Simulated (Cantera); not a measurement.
A Cantera script and what it prints.

```python
import numpy as np
import cantera as ct

gas_names = [...]  # 131 gases of nasa_gas.yaml made of C, H, O
cond_names = """
    C(gr) C6H6(L) C7H8(L) C8H18(L),n-octa H2O(s) H2O(L)
""".split()


# ... load() reads the species with a 1 bar reference pressure and builds the phases ...
atoms = {
    'C2H2': {'C': 2, 'H': 2},
    'CO2': {'C': 1, 'O': 2},
}
top_T = {'C(gr)': 4500}  # K; cautious upper limits of use, not melting points


# ... equilibrate(T, P, feed) seeds the gas with the atoms and calls Mixture.equilibrate('TP', solver="vcs", rtol=1e-11, max_steps=5000) ...
results = []
feed = {'C2H2': 1, 'CO2': 0.71}  # mol
P = 990000  # Pa
for T in [2500, 2750, 3000, 3250, 3500, 3750, 4000, 4250, 4500, 4750, 5000]:
    mix = equilibrate(T, P, feed)
    results.append((T, P, feed, dict(zip(mix.species_names, mix.species_moles))))

top = {s: max(r[3][s] / sum(r[3][g] for g in gas_names) for r in results) for s in gas_names}
cols = sorted((s for s in top if top[s] > 1e-06), key=lambda s: -top[s])[:7]
seen = [c for c in cond_names if any(r[3].get(c, 0) > 1e-12 for r in results)]
print("log10 of partial pressures in bar; condensed amounts in mol")
print(f"{'T/K':>10s}" + "".join(f"{s[:9]:>10s}" for s in cols + seen))
for T, P, feed, n in results:
    ng = sum(n[g] for g in gas_names)
    print(f"{T:10.4g}" + "".join(f"{np.log10(max(n[s] / ng * P / 1e5, 1e-99)):10.3f}" for s in cols)
          + "".join(f"{n.get(c, 0):10.4g}" for c in seen))
```

Result:

```
log10 of partial pressures in bar; condensed amounts in mol
       T/K        CO         H        H2         C C2H2,acet        C3       C2H     C(gr)
      2500     0.763    -1.298     0.603    -6.779    -1.363    -6.304    -4.408     1.268
      2750     0.761    -0.870     0.589    -5.423    -0.962    -4.773    -3.357     1.234
      3000     0.757    -0.521     0.561    -4.295    -0.645    -3.506    -2.492     1.168
      3250     0.751    -0.238     0.511    -3.342    -0.405    -2.441    -1.776     1.055
      3500     0.739    -0.013     0.431    -2.527    -0.238    -1.534    -1.184    0.8623
      3750     0.716     0.152     0.303    -1.822    -0.152    -0.754    -0.702     0.459
      4000     0.675     0.290     0.175    -1.285    -0.253    -0.313    -0.449         0
      4250     0.642     0.423     0.086    -0.915    -0.522    -0.232    -0.419         0
      4500     0.612     0.516    -0.045    -0.606    -0.855    -0.224    -0.461         0
      4750     0.585     0.575    -0.211    -0.347    -1.236    -0.269    -0.559         0
      5000     0.561     0.608    -0.400    -0.133    -1.653    -0.364    -0.703         0
```

Equilibrium computed with Cantera from the NASA thermochemical tables; the gas is ideal and each condensed phase is pure.
